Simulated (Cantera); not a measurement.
## Al + NH3 + H2 (metals in furnace atmospheres)

A closed system holds: 1 mol Al, 0.72 mol NH3, 2.6 mol H2, held at 13.3 mbar.

Equilibrium computed with Cantera from the NASA thermochemical tables; the gas is ideal and each condensed phase is pure. Candidate condensed phases: Al, AlN; 13 gas species. Mutual solubility and eutectic melting of coexisting phases are not modelled. Equilibrium is a limit: real reactors are often held back by kinetics, nucleation or transport.

| T (°C) | x H2 | x Al | x H | x AlH | x N2 | x Al2 | x NH3 | n Al(l) | n AlN(s) |
|---|---|---|---|---|---|---|---|---|---|
| 1275 | 0.997 | 0.00213 | 0.000266 | 0.000247 | 8.43e-9 | 3.85e-7 | 6.57e-11 | 0.271 | 0.720 |
| 1325 | 0.995 | 0.00449 | 0.000460 | 0.000436 | 4.17e-8 | 1.13e-6 | 1.27e-10 | 0.262 | 0.720 |
| 1375 | 0.989 | 0.00905 | 0.000767 | 0.000742 | 1.87e-7 | 3.08e-6 | 2.34e-10 | 0.244 | 0.720 |
| 1425 | 0.980 | 0.0175 | 0.00124 | 0.00122 | 7.70e-7 | 7.92e-6 | 4.15e-10 | 0.210 | 0.720 |
| 1475 | 0.964 | 0.0325 | 0.00194 | 0.00194 | 2.92e-6 | 1.92e-5 | 7.03e-10 | 0.149 | 0.720 |
| 1525 | 0.936 | 0.0582 | 0.00295 | 0.00297 | 1.03e-5 | 4.44e-5 | 1.13e-9 | 0.0400 | 0.720 |
| 1575 | 0.925 | 0.0677 | 0.00442 | 0.00301 | 7.49e-5 | 4.39e-5 | 2.72e-9 | 0 | 0.719 |
x: gas mole fraction; n: condensed amount in mol.

From 1275 °C to 1525 °C the condensed part is Al(l) + AlN(s). At 1575 °C the condensed part is AlN(s). The main Al-bearing gas is Al throughout. The share of Al in condensed phases is highest at 1275 °C (99.1 %) and lowest at 1575 °C (71.9 %).
